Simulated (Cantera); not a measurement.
Feed: 1 mol toluene, 0.018 mol NH3, 2.2 mol H2, at 2200 K and 40.0 Pa.

Method: chemical equilibrium by Gibbs-energy minimisation in Cantera with the NASA 1993 tables (ideal gas, pure condensed phases). Candidate condensed phases: C, C6H6, C7H8, C8H18; 92 gas species. The numbers say what is thermodynamically allowed, not how fast it happens.

Base state: H2 0.752, H 0.244, C2H2 (acetylene) 0.00193, N2 0.000851, HCN 0.000762, HNC 6.02e-5, C2H 2.17e-5 (mole fractions); condensed: C(graphite).

Q: What changes in the equilibrium state with this change: NH3 from 0.018 to 3 mol?

A: 
```csv
species,before,after
H2,0.752,0.657
H,0.244,0.228
N2,0.000851,0.105
CN,8.82e-6,9.77e-5
HNC,6.02e-5,0.000624
"C(graphite), mol",6.97,6.83
```
